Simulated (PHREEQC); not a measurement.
Solution (25 °C): 3.45 mol MgCl2, 0.093 mol MnCl2 and 0.0001 mol H4SiO4 per kg of water. Closed to the air; pH follows from the charge balance.

Equilibrium calculation in PHREEQC: Pitzer model, pitzer.dat.

* **pH**: 4.14
* **ionic strength**: 10.6 mol/kgw
* **activity of water**: 0.646
* **density**: 1.225 g/cm³
* **osmotic coefficient**: 2.284

```
species  molality  activity   log γ
-------  --------  --------  ------
Cl-          7.09      5.25  -0.130
Mg+2         3.45       315   1.960
Mn+2       0.0930      2.17   1.369
H4SiO4    1.00e-4  0.000517   0.713
H+        2.35e-6   7.30e-5   1.492
MgOH+     2.31e-6   4.32e-6   0.271
H3SiO4-   3.21e-8   1.04e-9  -1.489
OH-       5.60e-9  8.95e-11  -1.796
```

This is a speciation only: nothing precipitates in the calculation. Complexes and solids missing from the database can't appear. In brines, pH and single-ion activities rest on the MacInnes convention.
